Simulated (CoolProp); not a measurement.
Computed with CoolProp (reference Helmholtz-energy equation of state, Lemmon 2006). It is a short technical equation, of lower accuracy than the large ones.

**Question.** Give the vapour pressure (MPa), vapour density (kg/m³), enthalpy of vaporisation (kJ/kg), liquid cp (kJ/(kg K)) of saturated acetone at 386.1, 451.1 K.

**Answer.** 
```
T (K)  p (MPa)  vapour density (kg/m³)  enthalpy of vaporisation (kJ/kg)  liquid cp (kJ/(kg K))
-----  -------  ----------------------  --------------------------------  ---------------------
386.1    0.513                    10.8                               431                   2.45
451.1     1.91                    43.7                               316                   2.94
```
